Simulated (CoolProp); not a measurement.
A Linde-Hampson liquefier for CF4 (R14): isothermal reversible compression at 300 K from 1 atm to 15 MPa, throttling to 1 atm, return gas leaving the recuperator 2 K below the feed. Each further row changes one setting.

Values from CoolProp's reference Helmholtz-energy equation of state, Platzer 1990. This equation is an older, rougher fit; its heat capacities, sound speeds and derivatives of the liquid may be far off and weren't checked against measurements.

| case | liquid yield per pass | compression work (kJ/kg of gas) |
|---|---|---|
| as stated | 0.241 | 129 |
| high pressure 30 MPa | 0.289 | 145 |
| warm-end temperature 330 K | 0.173 | 146 |
| warm-end gap 7 K | 0.229 | 129 |
